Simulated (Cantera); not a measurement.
**Adiabatic ignition**

An adiabatic, constant-volume homogeneous reactor starts with 17.0 % CH₄, 14.2 % O₂, 53.2 % N₂, 15.6 % CO₂, equivalence ratio 2.4, at 1000 K and 3.80 bar.

Detailed kinetics in Cantera: GRI-Mech 3.0 (53 species, 325 reactions).

```tsv
t (s)	T (K)	P (bar)	x CH₄	x O₂	x CO₂	x HCN	x N₂O
8.00e-6	1000	3.80	0.170	0.142	0.156	<1e-12	<1e-12
2.15e-5	1000	3.80	0.170	0.142	0.156	<1e-12	<1e-12
5.76e-5	1000	3.80	0.170	0.142	0.156	<1e-12	<1e-12
0.000154	1000	3.80	0.170	0.142	0.156	<1e-12	<1e-12
0.000414	1000	3.80	0.170	0.142	0.156	<1e-12	<1e-12
0.00111	1000	3.80	0.170	0.142	0.156	<1e-12	<1e-12
0.00298	1000	3.80	0.170	0.142	0.156	<1e-12	<1e-12
0.00800	1000	3.80	0.170	0.142	0.156	<1e-12	<1e-12
0.0215	1000	3.80	0.170	0.142	0.156	<1e-12	1.01e-12
0.0576	1000	3.80	0.170	0.142	0.156	<1e-12	3.66e-12
0.154	1001	3.80	0.170	0.141	0.156	<1e-12	1.78e-11
0.414	1017	3.86	0.167	0.140	0.156	<1e-12	2.46e-10
1.11	1876	8.54	1.94e-8	2.25e-9	0.0651	7.17e-7	5.18e-11
2.98	1876	8.54	1.94e-8	2.25e-9	0.0651	7.18e-7	5.18e-11
8.00	1876	8.54	1.94e-8	2.25e-9	0.0651	7.20e-7	5.18e-11
```
x: mole fraction; the columns are a selection and need not sum to one.

The time of steepest temperature rise is 0.480 s and the temperature at 8.00 s comes out as 1876 K. The equilibrium temperature is 1876 K, the x(CH₄) at 8.00 s is 1.94e-8 (gas-phase equilibrium 2.11e-8) and the x(O₂) at 8.00 s is 2.25e-9 (gas-phase equilibrium 2.25e-9). The x(CO₂) at 8.00 s is 0.0651 (gas-phase equilibrium 0.0651).
